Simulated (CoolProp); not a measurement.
R1234ze(E) at several states: fugacity coefficient from the reference equation and from simpler models built on Tc = 382.5 K, pc = 36.35 bar, ω = 0.313; each cubic takes its own stable root.

Model: reference Helmholtz-energy equation of state, Thol 2016, in CoolProp.

```
T (K)  p (bar)   phase  reference  van der Waals  Redlich-Kwong  Soave-Redlich-Kwong  Peng-Robinson
-----  -------  ------  ---------  -------------  -------------  -------------------  -------------
187.1    0.286  liquid    0.05149            [?]            [?]              0.05057            [?]
343.4    0.371     gas     0.9948         0.9961         0.9953               0.9950         0.9946
315.1     93.7  liquid     0.1017         0.2178            [?]                  [?]            [?]
249.1     69.4  liquid    0.01498        0.09994            [?]              0.01540        0.01496
```

Question: What belongs in the gaps?

Answer: 
- 187.1, van der Waals: 0.9881
- 187.1, Redlich-Kwong: 0.2100
- 187.1, Peng-Robinson: 0.05550
- 315.1, Redlich-Kwong: 0.1400
- 315.1, Soave-Redlich-Kwong: 0.1081
- 315.1, Peng-Robinson: 0.1015
- 249.1, Redlich-Kwong: 0.03167

At some of these states van der Waals gives the other phase, because its saturation line lies elsewhere.
